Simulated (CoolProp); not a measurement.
Water along the isotherm 449.95 °C: fugacity coefficient from the reference equation and from simpler models built on Tc = 373.9 °C, pc = 22060 kPa, ω = 0.344; each cubic takes its own stable root.

The numbers come from the reference Helmholtz-energy equation of state, Wagner 2002 in CoolProp.

```json
[
 {"p (kPa)": "6670", "phase": "gas", "reference": "0.9348", "van der Waals": "0.9322", "Peng-Robinson": "0.9234"},
 {"p (kPa)": "13300", "phase": "gas", "reference": "0.8704", "van der Waals": "0.8655", "Peng-Robinson": "0.8516"},
 {"p (kPa)": "20000", "phase": "gas", "reference": "0.8058", "van der Waals": "0.7982", "Peng-Robinson": "0.7832"},
 {"p (kPa)": "26700", "phase": "supercritical", "reference": "0.7421", "van der Waals": "0.7297", "Peng-Robinson": "0.7189"},
 {"p (kPa)": "33300", "phase": "supercritical", "reference": "0.6804", "van der Waals": "0.6604", "Peng-Robinson": "0.6601"},
 {"p (kPa)": "40000", "phase": "supercritical", "reference": "0.6202", "van der Waals": "0.5983", "Peng-Robinson": "0.6064"},
 {"p (kPa)": "46700", "phase": "supercritical", "reference": "0.5659", "van der Waals": "0.5510", "Peng-Robinson": "0.5607"},
 {"p (kPa)": "53300", "phase": "supercritical", "reference": "0.5210", "van der Waals": "0.5156", "Peng-Robinson": "0.5237"},
 {"p (kPa)": "60000", "phase": "supercritical", "reference": "0.4836", "van der Waals": "0.4881", "Peng-Robinson": "0.4930"},
 {"p (kPa)": "66700", "phase": "supercritical", "reference": "0.4529", "van der Waals": "0.4666", "Peng-Robinson": "0.4679"},
 {"p (kPa)": "73300", "phase": "supercritical", "reference": "0.4279", "van der Waals": "0.4500", "Peng-Robinson": "0.4474"},
 {"p (kPa)": "80000", "phase": "supercritical", "reference": "0.4065", "van der Waals": "0.4368", "Peng-Robinson": "0.4300"},
 {"p (kPa)": "86700", "phase": "supercritical", "reference": "0.3885", "van der Waals": "0.4264", "Peng-Robinson": "0.4155"},
 {"p (kPa)": "93300", "phase": "supercritical", "reference": "0.3733", "van der Waals": "0.4183", "Peng-Robinson": "0.4034"},
 {"p (kPa)": "100000", "phase": "supercritical", "reference": "0.3600", "van der Waals": "0.4121", "Peng-Robinson": "0.3930"}
]
```
